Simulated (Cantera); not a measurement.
Transport properties of process gases

Gas mixture: C₃H₈ : CO : C₂H₄ = 0.27 : 0.61 : 0.27 (molar parts), at 0.600 bar, frozen composition.

Cantera's kinetic-theory transport with the Lennard-Jones parameters of GRI-Mech 3.0, ideal gas; thermal conductivity in the multicomponent form. The composition is frozen, though it would react at the higher temperatures.

| T (K) | ρ (kg/m³) | cp (J/kg/K) | μ (µPa s) | λ (mW/m/K) | Pr | D (cm²/s) C₂H₂ | D (cm²/s) NO | D (cm²/s) NH₃ |
|---|---|---|---|---|---|---|---|---|
| 400 | 0.574 | 1574 | 15.9 | 31.7 | 0.790 | 0.375 | 0.457 | 0.493 |
| 650 | 0.353 | 2069 | 23.3 | 59.5 | 0.811 | 0.897 | 1.06 | 1.23 |
| 900 | 0.255 | 2421 | 29.5 | 87.4 | 0.818 | 1.58 | 1.85 | 2.21 |
| 1150 | 0.200 | 2670 | 35.0 | 114 | 0.820 | 2.40 | 2.79 | 3.39 |
| 1400 | 0.164 | 2850 | 40.0 | 139 | 0.821 | 3.34 | 3.87 | 4.77 |
| 1650 | 0.139 | 2986 | 44.6 | 162 | 0.822 | 4.40 | 5.09 | 6.31 |
D: mixture-averaged diffusion coefficient of that species in the mixture.
